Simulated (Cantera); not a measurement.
**Chemical vapour transport: Fe₂O₃ + HCl + N₂**

Input: 1 mol Fe₂O₃, a varied amount of HCl, 10 mol N₂, held at 1450 °C and 1000 Pa.

Method: chemical equilibrium by Gibbs-energy minimisation in Cantera with the NASA 1993 tables (ideal gas, pure condensed phases). Candidate condensed phases: Fe, FeCl₂, FeCl₃, FeO, Fe(OH)₂, Fe(OH)₃, Fe₂O₃, Fe₃O₄, H₂O, NH₄Cl; 37 gas species. Kinetics and transport are ignored.

| n(HCl) (mol) | x N₂ | x HCl | x H₂O | x FeCl₂ | x O₂ | n Fe₃O₄(s) |
|---|---|---|---|---|---|---|
| 0.011 | 0.982 | 0.000336 | 0.000350 | 9.06e-5 | 0.0157 | 0.666 |
| 0.02 | 0.981 | 0.000679 | 0.000612 | 0.000212 | 0.0156 | 0.666 |
| 0.036 | 0.979 | 0.00132 | 0.00106 | 0.000465 | 0.0156 | 0.665 |
| 0.066 | 0.976 | 0.00258 | 0.00188 | 0.00100 | 0.0154 | 0.663 |
| 0.12 | 0.971 | 0.00490 | 0.00330 | 0.00205 | 0.0153 | 0.660 |
| 0.22 | 0.961 | 0.00921 | 0.00587 | 0.00409 | 0.0152 | 0.652 |
| 0.41 | 0.942 | 0.0173 | 0.0105 | 0.00804 | 0.0152 | 0.638 |
| 0.75 | 0.912 | 0.0312 | 0.0184 | 0.0150 | 0.0153 | 0.612 |
| 1.4 | 0.858 | 0.0557 | 0.0319 | 0.0273 | 0.0158 | 0.561 |
x: gas mole fraction; n: condensed amount in mol.

From 0.011 mol HCl to 1.4 mol HCl the condensed part is Fe₃O₄(s). The main Fe-bearing gas is FeCl₂ throughout. The share of Fe in condensed phases is highest at 0.011 mol HCl (100.0 %) and lowest at 1.4 mol HCl (84.1 %).
